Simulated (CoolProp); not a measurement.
R1234ze(E) at several states: Z from the reference equation and from simpler models built on Tc = 109.4 °C, pc = 36.35 bar, ω = 0.313; each cubic takes its own stable root.

Computed with CoolProp (reference Helmholtz-energy equation of state, Thol 2016).

```tsv
T (°C)	p (bar)	phase	reference	van der Waals	Redlich-Kwong	Peng-Robinson
79.75	0.649	gas	0.9916	0.9935	0.9923	0.9912
-42.85	41.8	liquid	___	0.3029	0.2081	0.1784
100.85	4.65	gas	0.9495	___	0.9520	___
-5.75	19.4	liquid	___	0.1317	0.09121	0.07699
1.05	27	liquid	___	0.1799	0.1255	0.1059
76.75	45.3	liquid	0.1787	___	___	___
```

Question: Some entries are withheld; supply them.

Answer: 
- -42.85, reference: 0.1823
- 100.85, van der Waals: 0.9585
- 100.85, Peng-Robinson: 0.9464
- -5.75, reference: 0.07883
- 1.05, reference: 0.1084
- 76.75, van der Waals: 0.2842
- 76.75, Redlich-Kwong: 0.2155
- 76.75, Peng-Robinson: 0.1832
